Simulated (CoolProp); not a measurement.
Vapour-liquid equilibrium of acetone (1) + toluene (2) at 366.4 K; x and y are mole fractions of (1).

Computed with CoolProp (multi-fluid Helmholtz-energy mixture model, Lemmon 2006 and Lemmon 2006; pair parameters Bell 2016).

| x | bubble pressure (bar) | y at the bubble point | dew pressure at overall composition x (bar) | liquid density (mol/L) |
|---|---|---|---|---|
| 0.05 | 0.8095 | 0.284 | 0.6309 | 8.769 |
| 0.125 | 1.079 | 0.494 | 0.6791 | 8.959 |
| 0.2 | 1.312 | 0.609 | 0.7351 | 9.158 |
| 0.275 | 1.517 | 0.684 | 0.8009 | 9.367 |
| 0.35 | 1.704 | 0.739 | 0.8793 | 9.587 |
| 0.425 | 1.876 | 0.782 | 0.9738 | 9.818 |
| 0.5 | 2.041 | 0.818 | 1.090 | 10.06 |
| 0.575 | 2.200 | 0.850 | 1.234 | 10.32 |
| 0.65 | 2.357 | 0.879 | 1.417 | 10.59 |
| 0.725 | 2.514 | 0.906 | 1.653 | 10.88 |
| 0.8 | 2.674 | 0.932 | 1.956 | 11.19 |
| 0.875 | 2.837 | 0.958 | 2.335 | 11.51 |
| 0.95 | 3.004 | 0.983 | 2.786 | 11.86 |

No azeotrope shows between x = 0.05 and 0.95.

The pair parameters rest on a limited set of measurements; away from them the model extrapolates.
